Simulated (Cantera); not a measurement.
**Premixed flame**

A freely propagating, adiabatic, planar premixed flame of 7.97 % C₂H₄, 15.9 % O₂, 71.7 % N₂, 4.38 % CO₂, equivalence ratio 1.5, unburnt at 425 K and 760 Torr; mixture-averaged transport, grid criteria slope 0.08 and curve 0.16, no radiation.

Cantera simulation using GRI-Mech 3.0 (53 species, 325 reactions); the numbers are that mechanism's predictions, not measurements. GRI-Mech 3.0 was tuned for natural gas; its chemistry of ethylene as a main component is partial and can be far from experiment. Burning velocities carry a grid error of a few per cent, more on coarse grids.

```json
[
 {"z (mm)": "-1.04", "T (K)": "425", "u (m/s)": "0.734", "x C₂H₄": "0.0796", "x O₂": "0.159", "x CO₂": "0.0438", "x CH₄": "2.51e-7", "x C₂H": "<1e-8", "x HCN": "<1e-8"},
 {"z (mm)": "-0.693", "T (K)": "426", "u (m/s)": "0.737", "x C₂H₄": "0.0794", "x O₂": "0.159", "x CO₂": "0.0437", "x CH₄": "2.84e-6", "x C₂H": "<1e-8", "x HCN": "<1e-8"},
 {"z (mm)": "-0.520", "T (K)": "430", "u (m/s)": "0.745", "x C₂H₄": "0.0792", "x O₂": "0.158", "x CO₂": "0.0436", "x CH₄": "1.26e-5", "x C₂H": "<1e-8", "x HCN": "<1e-8"},
 {"z (mm)": "-0.347", "T (K)": "459", "u (m/s)": "0.802", "x C₂H₄": "0.0781", "x O₂": "0.155", "x CO₂": "0.0434", "x CH₄": "8.85e-5", "x C₂H": "<1e-8", "x HCN": "4.91e-8"},
 {"z (mm)": "-0.173", "T (K)": "730", "u (m/s)": "1.30", "x C₂H₄": "0.0667", "x O₂": "0.131", "x CO₂": "0.0439", "x CH₄": "0.000782", "x C₂H": "<1e-8", "x HCN": "8.99e-7"},
 {"z (mm)": "-0.0867", "T (K)": "1087", "u (m/s)": "1.97", "x C₂H₄": "0.0463", "x O₂": "0.0973", "x CO₂": "0.0465", "x CH₄": "0.00177", "x C₂H": "<1e-8", "x HCN": "2.86e-6"},
 {"z (mm)": "0", "T (K)": "1447", "u (m/s)": "2.68", "x C₂H₄": "0.0213", "x O₂": "0.0588", "x CO₂": "0.0513", "x CH₄": "0.00229", "x C₂H": "5.32e-7", "x HCN": "7.07e-6"},
 {"z (mm)": "0.0867", "T (K)": "1688", "u (m/s)": "3.16", "x C₂H₄": "0.00574", "x O₂": "0.0309", "x CO₂": "0.0564", "x CH₄": "0.00158", "x C₂H": "3.21e-6", "x HCN": "1.47e-5"},
 {"z (mm)": "0.173", "T (K)": "1823", "u (m/s)": "3.43", "x C₂H₄": "0.000904", "x O₂": "0.0149", "x CO₂": "0.0612", "x CH₄": "0.000696", "x C₂H": "4.94e-6", "x HCN": "2.32e-5"},
 {"z (mm)": "0.347", "T (K)": "1914", "u (m/s)": "3.60", "x C₂H₄": "9.42e-6", "x O₂": "0.00324", "x CO₂": "0.0683", "x CH₄": "7.97e-5", "x C₂H": "1.56e-6", "x HCN": "2.73e-5"},
 {"z (mm)": "0.693", "T (K)": "1940", "u (m/s)": "3.64", "x C₂H₄": "<1e-8", "x O₂": "0.000443", "x CO₂": "0.0741", "x CH₄": "1.68e-6", "x C₂H": "5.72e-8", "x HCN": "1.70e-5"},
 {"z (mm)": "1.39", "T (K)": "1954", "u (m/s)": "3.66", "x C₂H₄": "<1e-8", "x O₂": "0.000219", "x CO₂": "0.0756", "x CH₄": "1.09e-8", "x C₂H": "<1e-8", "x HCN": "6.60e-6"},
 {"z (mm)": "2.77", "T (K)": "1968", "u (m/s)": "3.69", "x C₂H₄": "<1e-8", "x O₂": "0.000125", "x CO₂": "0.0755", "x CH₄": "<1e-8", "x C₂H": "<1e-8", "x HCN": "1.90e-6"}
]
```
x: mole fraction of selected species; z is measured from the peak of heat release.

```
Property                     Result
------------------------  ---------
laminar burning velocity  73.4 cm/s
thermal thickness          0.347 mm
peak x(CH₄)                 0.00230
peak x(C₂H)                 4.96e-6
peak x(HCN)                 2.78e-5
grid points                     142
```
